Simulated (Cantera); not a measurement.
What does this Cantera script print?

```python
import numpy as np
import cantera as ct

gas_names = """
    B BF BF2 BF3 BH BHF2 BH2 BH3 BN B2 F F2 H HF H2 H2F2 H3F3 H4F4 H5F5 H6F6 H7F7 N NF NF2 NF3 NH NH2
    NH3 N2 N2H2 N2H4
""".split()
cond_names = """
    B(b) B(L) BN(s)
""".split()


# ... load() reads the species with a 1 bar reference pressure and builds the phases ...
atoms = {
    'BF3': {'B': 1, 'F': 3},
    'NH3': {'N': 1, 'H': 3},
    'H2': {'H': 2},
}
top_T = {'BN(s)': 3200}  # K; cautious upper limits of use, not melting points


# ... equilibrate(T, P, feed) seeds the gas with the atoms and calls Mixture.equilibrate('TP', solver="vcs", rtol=1e-11, max_steps=5000) ...
results = []
feed = {'BF3': 1, 'NH3': 3, 'H2': 8}  # mol
P = 72  # Pa
for T in [900, 950, 1000, 1050, 1100, 1150, 1200, 1250, 1300, 1350, 1400, 1450, 1500, 1550]:
    mix = equilibrate(T, P, feed)
    results.append((T, P, feed, dict(zip(mix.species_names, mix.species_moles))))
    x = sorted(zip(gas.X, gas.species_names), reverse=True)
    print(f"T = {T:g} K  P = {P:g} Pa  gas = {mix.phase_moles(0):.4g} mol")
    print("   x: " + "  ".join(f"{s} {v:.3e}" for v, s in x if v > 1e-05))
    print("   condensed (mol): " + ("  ".join(f"{mix.phase(i).name} {mix.phase_moles(i):.4g}"
          for i in range(1, mix.n_phases) if mix.phase_moles(i) > 1e-12) or "none"))
```

Output:

```
T = 900 K  P = 72 Pa  gas = 15 mol
   x: H2 8.293e-01  N2 9.867e-02  BF3 6.400e-02  HF 7.986e-03
   condensed (mol): BN(s) 0.0399
T = 950 K  P = 72 Pa  gas = 15 mol
   x: H2 8.287e-01  N2 9.846e-02  BF3 6.356e-02  HF 9.277e-03  BHF2 1.432e-05
   condensed (mol): BN(s) 0.04631
T = 1000 K  P = 72 Pa  gas = 15 mol
   x: H2 8.280e-01  N2 9.824e-02  BF3 6.311e-02  HF 1.061e-02  BHF2 2.725e-05
   condensed (mol): BN(s) 0.05291
T = 1050 K  P = 72 Pa  gas = 15 mol
   x: H2 8.273e-01  N2 9.801e-02  BF3 6.264e-02  HF 1.197e-02  BHF2 4.869e-05
   condensed (mol): BN(s) 0.0596
T = 1100 K  P = 72 Pa  gas = 15 mol
   x: H2 8.266e-01  N2 9.779e-02  BF3 6.216e-02  HF 1.335e-02  BHF2 8.237e-05
   condensed (mol): BN(s) 0.06632
T = 1150 K  P = 72 Pa  gas = 15 mol
   x: H2 8.259e-01  N2 9.757e-02  BF3 6.166e-02  HF 1.474e-02  BHF2 1.329e-04  BF2 1.047e-05
   condensed (mol): BN(s) 0.07298
T = 1200 K  P = 72 Pa  gas = 15 mol
   x: H2 8.251e-01  N2 9.735e-02  BF3 6.113e-02  HF 1.613e-02  BHF2 2.057e-04  BF2 3.078e-05
   condensed (mol): BN(s) 0.07947
T = 1250 K  P = 72 Pa  gas = 15 mol
   x: H2 8.244e-01  N2 9.714e-02  BF3 6.056e-02  HF 1.752e-02  BHF2 3.068e-04  BF2 8.282e-05  H 1.636e-05
   condensed (mol): BN(s) 0.08562
T = 1300 K  P = 72 Pa  gas = 15 mol
   x: H2 8.235e-01  N2 9.695e-02  BF3 5.993e-02  HF 1.888e-02  BHF2 4.429e-04  BF2 2.060e-04  H 3.741e-05
   condensed (mol): BN(s) 0.09114
T = 1350 K  P = 72 Pa  gas = 15 mol
   x: H2 8.226e-01  N2 9.679e-02  BF3 5.917e-02  HF 2.022e-02  BHF2 6.205e-04  BF2 4.776e-04  H 8.056e-05  BF 1.980e-05
   condensed (mol): BN(s) 0.09545
T = 1400 K  P = 72 Pa  gas = 15.01 mol
   x: H2 8.215e-01  N2 9.669e-02  BF3 5.817e-02  HF 2.151e-02  BF2 1.038e-03  BHF2 8.451e-04  H 1.643e-04  BF 7.602e-05
   condensed (mol): BN(s) 0.09745
T = 1450 K  P = 72 Pa  gas = 15.02 mol
   x: H2 8.200e-01  N2 9.669e-02  BF3 5.675e-02  HF 2.272e-02  BF2 2.122e-03  BHF2 1.119e-03  H 3.192e-04  BF 2.648e-04
   condensed (mol): BN(s) 0.09486
T = 1500 K  P = 72 Pa  gas = 15.05 mol
   x: H2 8.178e-01  N2 9.692e-02  BF3 5.457e-02  HF 2.377e-02  BF2 4.089e-03  BHF2 1.436e-03  BF 8.421e-04  H 5.932e-04
   condensed (mol): BN(s) 0.08306
T = 1550 K  P = 72 Pa  gas = 15.1 mol
   x: H2 8.141e-01  N2 9.759e-02  BF3 5.111e-02  HF 2.455e-02  BF2 7.394e-03  BF 2.455e-03  BHF2 1.776e-03  H 1.059e-03
   condensed (mol): BN(s) 0.05271
```

Equilibrium computed with Cantera from the NASA thermochemical tables; the gas is ideal and each condensed phase is pure. The tables' values for BF2 are old estimates; treat these amounts as uncertain.
